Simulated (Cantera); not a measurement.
Equilibrium for carbon deposition, reforming and gasification: C₂H₅OH + CO₂ + H₂

A closed system holds: 1 mol C₂H₅OH, 0.1 mol CO₂, 0.45 mol H₂, equilibrated at 74300 Torr.

Equilibrium computed with Cantera from the NASA thermochemical tables; the gas is ideal and each condensed phase is pure. Candidate condensed phases: C, C₆H₆, C₇H₈, C₈H₁₈, H₂O; 110 gas species. The ideal-gas law is rough above about 30 bar. Rates play no part.

From 1750 °C to 2300 °C the condensed part is C(graphite). The main C-bearing gas is CO throughout.

```tsv
T (°C)	x H₂	x CO	x CH₄	x C₂H₂ (acetylene)	n C(graphite)
1750	0.715	0.262	0.0202	0.000639	0.809
1800	0.717	0.261	0.0179	0.000879	0.815
1850	0.719	0.261	0.0160	0.00119	0.819
1900	0.721	0.261	0.0144	0.00159	0.822
1950	0.722	0.261	0.0129	0.00210	0.822
2000	0.723	0.260	0.0117	0.00273	0.821
2050	0.723	0.260	0.0106	0.00350	0.818
2100	0.723	0.260	0.00966	0.00445	0.812
2150	0.723	0.260	0.00883	0.00559	0.804
2200	0.722	0.260	0.00809	0.00696	0.794
2250	0.721	0.259	0.00744	0.00858	0.781
2300	0.719	0.259	0.00685	0.0105	0.765
```
x: gas mole fraction; n: condensed amount in mol.
